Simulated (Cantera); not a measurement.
Input (Python, Cantera):

```python
import numpy as np
import cantera as ct

gas = ct.Solution("SiF4_NH3_mec.yaml", "gas")
gas.TPX = 2100, 7700, {'NH3': 1, 'H2': 1.3}
reactor = ct.IdealGasConstPressureReactor(gas, energy="off", clone=False)
net = ct.ReactorNet([reactor])
net.rtol, net.atol = 1e-08, 1e-18
show = ['NH3', 'H2', 'N2', 'N2H2', 'N']
times = np.geomspace(2e-05, 6, 12)

steps = ct.SolutionArray(gas, extra=["t"])
rows = []
print(f"{'t/s':>10s}{'T/K':>9s}{'P/Pa':>11s}" + "".join(f"{s:>11s}" for s in show))
for t in times:
    while net.time < t:
        t_next = net.step()
        steps.append(gas.state, t=t_next)
    rows.append([np.interp(t, steps.t, y) for y in (steps.T, steps.P, *steps(*show).X.T)])
    print(f"{t:10.3e}{rows[-1][0]:9.1f}{rows[-1][1]:11.4g}" + "".join(f"{x:11.3e}" for x in rows[-1][2:]))
rate = np.gradient(steps.T, steps.t)
print("integrator steps:", len(steps.t))
if steps.T.max() > steps.T[0] + 200:
    print(f"time of steepest temperature rise: {steps.t[rate.argmax()]:.4e} s")
gas.TPX = 2100, 7700, {'NH3': 1, 'H2': 1.3}
gas.equilibrate("TP")
print(f"equilibrium (TP): T = {gas.T:.1f} K  " + "  ".join(f"{s} {gas[s].X[0]:.3e}" for s in show))
```

Result:

```
       t/s      T/K       P/Pa        NH3         H2         N2       N2H2          N
 2.000e-05   2100.0       7700  4.347e-01  5.652e-01  3.021e-11  5.474e-10  1.330e-11
 6.294e-05   2100.0       7700  4.347e-01  5.652e-01  5.561e-09  8.323e-09  6.927e-10
 1.981e-04   2100.0       7700  4.344e-01  5.652e-01  7.871e-07  1.184e-07  2.422e-08
 6.234e-04   2100.0       7700  4.335e-01  5.653e-01  6.406e-05  1.582e-06  5.428e-07
 1.962e-03   2100.0       7700  4.295e-01  5.675e-01  1.252e-03  4.514e-06  1.768e-06
 6.175e-03   2100.0       7700  4.162e-01  5.761e-01  5.902e-03  4.401e-06  1.811e-06
 1.943e-02   2100.0       7700  3.776e-01  6.013e-01  1.938e-02  3.876e-06  1.845e-06
 6.116e-02   2100.0       7700  2.825e-01  6.633e-01  5.262e-02  2.688e-06  1.922e-06
 1.925e-01   2100.0       7700  1.253e-01  7.656e-01  1.075e-01  1.026e-06  2.046e-06
 6.058e-01   2100.0       7700  1.185e-02  8.383e-01  1.471e-01  8.461e-08  2.447e-06
 1.906e+00   2100.0       7700  2.275e-05  8.389e-01  1.507e-01  1.180e-11  2.861e-07
 6.000e+00   2100.0       7700  3.714e-06  8.389e-01  1.507e-01  3.640e-13  4.694e-08
integrator steps: 1356
equilibrium (TP): T = 2100.0 K  NH3 3.932e-07  H2 8.389e-01  N2 1.507e-01  N2H2 5.293e-14  N 4.970e-09
```

Model: the gas-phase N/H chemistry of the illustrative SiF4/NH3 mechanism in the Surface Chemkin manual (1991), integrated in Cantera. Walls and surfaces, which speed up NH3 decomposition in real reactors, are not modelled.
